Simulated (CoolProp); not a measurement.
n-decane along the isobar 2370 kPa: fugacity coefficient from the reference equation and from simpler models built on Tc = 344.5 °C, pc = 2101 kPa, ω = 0.488; each cubic takes its own stable root.

Computed with CoolProp (reference Helmholtz-energy equation of state, Lemmon 2006). It is a short technical equation, of lower accuracy than the large ones.

```csv
T (°C),phase,reference
67.25,liquid,0.001105
92.55,liquid,0.003476
117.85,liquid,0.009066
143.05,liquid,0.02028
168.35,liquid,0.04026
193.65,liquid,0.07224
218.95,liquid,0.1192
244.25,liquid,0.1830
269.45,liquid,0.2642
```

Problem. How far does each simpler model (van der Waals, Redlich-Kwong, Soave-Redlich-Kwong, Peng-Robinson) lie from the reference over these 9 states: mean and median of the absolute difference, and the worst?

Solution. 
- van der Waals: mean 1179.5 %, median 422.6 %, worst +5232.1 % at 67.25 °C and 2370 kPa
- Redlich-Kwong: mean 226.8 %, median 148.0 %, worst +674.9 % at 67.25 °C and 2370 kPa
- Soave-Redlich-Kwong: mean 3.8 %, median 4.0 %, worst +6.2 % at 269.45 °C and 2370 kPa
- Peng-Robinson: mean 3.2 %, median 2.3 %, worst +7.1 % at 67.25 °C and 2370 kPa
